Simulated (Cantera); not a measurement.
An isothermal, constant-pressure homogeneous reactor starts with CH4 : CO2 : H2 = 1 : 0.76 : 1.8 (molar parts), at 1525 K and 8250 Torr. Integrator tolerance rtol = 1e-08.

Computed with Cantera and GRI-Mech 3.0 (53 species, 325 reactions).

Problem. What does this change do: pressure from 8250 Torr to 750 Torr?

Solution. 
```csv
quantity,before,after
x(CH4) at 2.00 s,0.197 (gas-phase equilibrium 0.0472),0.0723 (gas-phase equilibrium 0.0300)
x(CO2) at 2.00 s,0.0263 (gas-phase equilibrium 0.000116),0.0184 (gas-phase equilibrium 1.53e-6)
x(H2) at 2.00 s,0.411 (gas-phase equilibrium 0.653),0.516 (gas-phase equilibrium 0.667)
x(HO2) at 2.00 s,<1e-12 (gas-phase equilibrium <1e-12),<1e-12 (gas-phase equilibrium <1e-12)
x(C2H2) at 2.00 s,0.0108 (gas-phase equilibrium 0.000157),0.0668 (gas-phase equilibrium 0.00719)
```
